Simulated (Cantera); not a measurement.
An isothermal plug-flow reactor at 1200 K and 1.01 bar (inlet), inlet velocity 2.7 m/s, active area per volume 220 1/m; feed 0.646 % CH4, 4.90 % O2, 94.5 % N2, equivalence ratio 0.26.

Computed with Cantera and Deutschmann's 1995 Pt surface mechanism with GRI-Mech 3.0 gas chemistry. Catalytic surfaces can have several steady states; this one follows from the mechanism file's or the stated starting coverage. Mass transfer to the wall is taken as infinitely fast.

x: gas mole fraction; θ: surface coverage.

```
z (m)      x CH4    x O2       x H2O       x CO2     x CO  θ free Pt   θ O*
-------  -------  ------  ----------  ----------  -------  ---------  -----
5.3e-05  0.00644  0.0490     3.17e-5     1.32e-5  2.65e-6      0.474  0.526
0.0001   0.00643  0.0490     5.97e-5     2.54e-5  4.38e-6      0.474  0.526
0.0002   0.00640  0.0489    0.000119     5.28e-5  6.75e-6      0.474  0.525
0.00038  0.00634  0.0488  (withheld)  (withheld)  8.61e-6      0.474  0.525
0.00074  0.00624  0.0486  (withheld)  (withheld)  9.32e-6      0.475  0.525
0.0014   0.00605  0.0482    0.000814    0.000397  9.16e-6      0.475  0.525
0.0028   0.00566  0.0474     0.00158    0.000779  8.60e-6      0.476  0.524
0.0053   0.00502  0.0462     0.00284     0.00141  7.67e-6      0.477  0.522
```

Q: Some entries are withheld; supply them.

A: 
- 0.00038, x H2O: 0.000226
- 0.00038, x CO2: 0.000104
- 0.00074, x H2O: 0.000436
- 0.00074, x CO2: 0.000208
